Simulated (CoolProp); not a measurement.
Propyne along the isotherm 164.25 °C: Z from the reference equation and from simpler models built on Tc = 129.6 °C, pc = 5.658 MPa, ω = 0.204; each cubic takes its own stable root.

Computed with CoolProp (reference Helmholtz-energy equation of state, Polt 1992). This equation is an older, rougher fit; its heat capacities, sound speeds and derivatives of the liquid may be far off and weren't checked against measurements.

```
p (MPa)          phase  reference  van der Waals  Redlich-Kwong  Peng-Robinson
-------  -------------  ---------  -------------  -------------  -------------
0.0447             gas     0.9979         0.9981         0.9979         0.9977
0.102              gas     0.9952         0.9956         0.9952         0.9947
0.232              gas     0.9889         0.9900         0.9889         0.9879
0.527              gas     0.9747         0.9770         0.9747            [?]
1.2                gas     0.9416            [?]         0.9413            [?]
2.73               gas     0.8621         0.8698         0.8602         0.8501
6.21     supercritical     0.6415            [?]         0.6292         0.6235
14.1     supercritical        [?]            [?]         0.4528         0.4308
```

Complete the blanks.


- 0.527, Peng-Robinson: 0.9723
- 1.2, van der Waals: 0.9463
- 1.2, Peng-Robinson: 0.9362
- 6.21, van der Waals: 0.6256
- 14.1, reference: 0.4095
- 14.1, van der Waals: 0.5187
